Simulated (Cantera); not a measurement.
Feed: 1 mol n-butane, a varied amount of H₂O, 63 mol H₂, equilibrated at 2327 °C and 30.0 mbar.

These are equilibrium values from Cantera (NASA tables, ideal gas, pure condensed phases), not measurements of a reactor. Candidate condensed phases: C, C₆H₆, C₇H₈, C₈H₁₈, H₂O; 110 gas species. The numbers say what is thermodynamically allowed, not how fast it happens.

Q: At 0.17 mol H₂O, list the 5 most abundant gas species with their mole fractions, and the condensed phases.

A: H₂ 0.788, H 0.197, C₂H₂ (acetylene) 0.0128, CO 0.00224, C₂H 0.000281. Condensed: C(graphite).
